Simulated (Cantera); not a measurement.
Input: 1 mol Fe(CO)5, 0.67 mol H2, equilibrated at 1125 °C and 3.40 bar.

Equilibrium computed with Cantera from the NASA thermochemical tables; the gas is ideal and each condensed phase is pure. Candidate condensed phases: C, C6H6, C7H8, C8H18, Fe, Fe(CO)5, FeO, Fe(OH)2, Fe(OH)3, Fe2O3, Fe3O4, H2O; 114 gas species. Condensed phases not in the tables: cementite and carbon dissolved in iron. The numbers say what is thermodynamically allowed, not how fast it happens.

Base state: CO 0.877, H2 0.117, CO2 0.00457, H2O 0.00132, CH4 0.000204 (mole fractions); condensed: C(graphite) + Fe(γ).

Task: What changes in the equilibrium state with this change: Fe(CO)5 replaced by PbO?

Result: 
```csv
species,before,after
H2O,0.00132,0.996
Pb,0,0.00251
H2,0.117,0.000726
CO,0.877,0
CO2,0.00457,0
PbO,0,0.000640
"C(graphite), mol",0.0320,0
"Fe(γ), mol",1.00,0
"Pb(l), mol",0,0.668
"PbO(l), mol",0,0.330
```
Each liquid is taken as pure. Mutual solubility and eutectic melting of coexisting phases are not modelled. Gases not in the tables: (PbO)n polymers. Further candidate phases: Pb, PbO, PbO2, Pb3O4.
